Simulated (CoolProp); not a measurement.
Vapour-liquid equilibrium of R125 (1) + R134a (2) at -61.95 °C; x and y are mole fractions of (1).

Computed with CoolProp (multi-fluid Helmholtz-energy mixture model, Lemmon 2005 and Tillner-Roth 1994; pair parameters Lemmon 2004).

| x | bubble pressure, mixture model (kPa) | bubble pressure, Raoult's law (kPa) | y, mixture model | y, Raoult's law |
|---|---|---|---|---|
| 0.05 | 15.79 | 15.72 | ___ | 0.155 |
| 0.125 | ___ | 18.32 | 0.335 | 0.332 |
| 0.2 | 21.17 | 20.92 | 0.468 | 0.465 |
| 0.275 | 23.83 | 23.52 | 0.570 | 0.569 |
| 0.35 | 26.47 | 26.12 | 0.652 | 0.652 |
| 0.425 | 29.08 | 28.72 | 0.718 | 0.720 |
| 0.5 | 31.67 | 31.32 | ___ | 0.777 |
| 0.575 | 34.24 | 33.92 | 0.821 | 0.825 |
| 0.65 | 36.79 | 36.52 | ___ | 0.866 |
| 0.725 | ___ | 39.12 | 0.897 | 0.902 |
| 0.8 | 41.86 | 41.72 | 0.929 | 0.933 |
| 0.875 | 44.40 | 44.32 | ___ | 0.961 |
| 0.95 | 46.95 | 46.92 | ___ | 0.985 |

Problem. Some entries are withheld; supply them.

Solution. 
- 0.05, y, mixture model: 0.157
- 0.125, bubble pressure, mixture model (kPa): 18.49
- 0.5, y, mixture model: 0.774
- 0.65, y, mixture model: 0.862
- 0.725, bubble pressure, mixture model (kPa): 39.33
- 0.875, y, mixture model: 0.958
- 0.95, y, mixture model: 0.984

The largest gap from Raoult's law is +1.3 % in bubble pressure, at x = 0.35. No azeotrope shows between x = 0.05 and 0.95.

The pair parameters rest on a limited set of measurements; away from them the model extrapolates.
